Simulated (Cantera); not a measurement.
A Cantera script and what it prints.

```python
import numpy as np
import cantera as ct

gas_names = """
    C CN CO CO2 C2 CCN CNC C2N2 C2O C3 C3O2 C4 C4N2 C5 N NCO NO NO2 NO3 N2 N2O O O2 O3 Pb PbO Pb2
""".split()
cond_names = """
    C(gr) Pb(cr) Pb(L) PbO(rd) PbO(yw) PbO(L) PbO2(s) Pb3O4(s)
""".split()


# ... load() reads the species with a 1 bar reference pressure and builds the phases ...
atoms = {
    'PbO': {'Pb': 1, 'O': 1},
    'CO': {'C': 1, 'O': 1},
    'N2': {'N': 2},
}
top_T = {'C(gr)': 4500, 'Pb3O4(s)': 820}  # K; cautious upper limits of use, not melting points


# ... equilibrate(T, P, feed) seeds the gas with the atoms and calls Mixture.equilibrate('TP', solver="vcs", rtol=1e-11, max_steps=5000) ...
results = []
feed = {'PbO': 1, 'CO': 0.64, 'N2': 0.52}  # mol
T = 1098.15  # K
P = 100000  # Pa
mix = equilibrate(T, P, feed)
results.append((T, P, feed, dict(zip(mix.species_names, mix.species_moles))))
print(gas.report(threshold=1e-06))
for i in range(1, mix.n_phases):
    print(f"{mix.phase(i).name:16s} {mix.phase_moles(i):12.5e} mol")
```

Output:

```
       temperature   1098.2 K
          pressure   1e+05 Pa
           density   0.40368 kg/m^3
  mean mol. weight   36.858 kg/kmol
   phase of matter   gas

                          1 kg             1 kmol
                     ---------------   ---------------
          enthalpy       -5.0074e+06       -1.8456e+08  J
   internal energy       -5.2552e+06        -1.937e+08  J
           entropy            7075.7         2.608e+05  J/K
    Gibbs function       -1.2778e+07       -4.7096e+08  J
 heat capacity c_p            1230.4             45349  J/K
 heat capacity c_v            1004.8             37034  J/K

                      mass frac. Y      mole frac. X     chem. pot. / RT
                     ---------------   ---------------   ---------------
                CO        8.6601e-05        0.00011396           -47.036
               CO2           0.65855           0.55154           -72.451
                N2           0.34067           0.44822           -25.912
                Pb        0.00065844        0.00011713           -10.205
               PbO         3.566e-05        5.8887e-06            -35.62
     [  +22 minor]        1.6408e-08        2.2772e-09

C(gr)             0.00000e+00 mol
Pb(L)             6.39732e-01 mol
PbO(yw)           3.60125e-01 mol
PbO2(s)           0.00000e+00 mol
```

Cantera equilibrium calculation (NASA polynomials, part measured and part estimated; ideal gas, pure solids and liquids). Mutual solubility and eutectic melting of coexisting phases are not modelled.
